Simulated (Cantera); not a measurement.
Feed: 1 mol TEOS, 0.071 mol O2, 0.16 mol H2, equilibrated at 1330 Pa.

These are equilibrium values from Cantera (NASA tables, ideal gas, pure condensed phases), not measurements of a reactor. Candidate condensed phases: C, C6H6, C7H8, C8H18, H2O, Si, SiC, SiO2; 123 gas species. The feed counts by its element totals alone. Kinetics and transport are ignored. All values below are at 700 K.

Base state: H2 0.759, H2O 0.113, CH4 0.0654, CO2 0.0364, CO 0.0260 (mole fractions); condensed: C(graphite) + SiO2(α-quartz).

Question: What changes in the equilibrium state with this change: O2 from 0.071 to 0.66 mol?

Answer: 
```
species              before   after
-------------------  ------  ------
H2                    0.759   0.700
H2O                   0.113   0.141
CO2                  0.0364  0.0673
CO                   0.0260  0.0354
CH4                  0.0654  0.0556
C(graphite), mol       6.71    6.31
SiO2(α-quartz), mol    1.00    1.00
```
